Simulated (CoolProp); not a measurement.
Vapour-liquid equilibrium of R134a (1) + R152A (2) at 1470 kPa; x and y are mole fractions of (1).

The numbers come from the multi-fluid Helmholtz-energy mixture model, Tillner-Roth 1994 and Outcalt 1996; pair parameters Lemmon 2004 in CoolProp.

Problem. Give the bubble temperature and the first vapour's composition at x = 0.25, 0.35, 0.55. Is there an azeotrope?

Solution. x = 0.25: 331.5 K, y = 0.261; x = 0.35: 331.1 K, y = 0.365; x = 0.55: 330.2 K, y = 0.570. No azeotrope shows between x = 0.05 and 0.95.

Pair parameters are fitted to limited data, so mixtures are less certain than the pure fluids.
